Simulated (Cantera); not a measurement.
A closed system holds: 1 mol FeCl2, 0.57 mol H2, 0.16 mol N2, at 105 Torr.

Method: chemical equilibrium by Gibbs-energy minimisation in Cantera with the NASA 1993 tables (ideal gas, pure condensed phases). Candidate condensed phases: Fe, FeCl2, FeCl3, NH4Cl; 18 gas species. Equilibrium is a limit: real reactors are often held back by kinetics, nucleation or transport.

Q: At 1100 K, list the 6 most abundant gas species with their mole fractions, and the condensed phases.

A: HCl 0.407, FeCl2 0.324, H2 0.138, N2 0.0958, Fe2Cl4 0.0352, FeCl3 0.000171. Condensed: Fe(α).
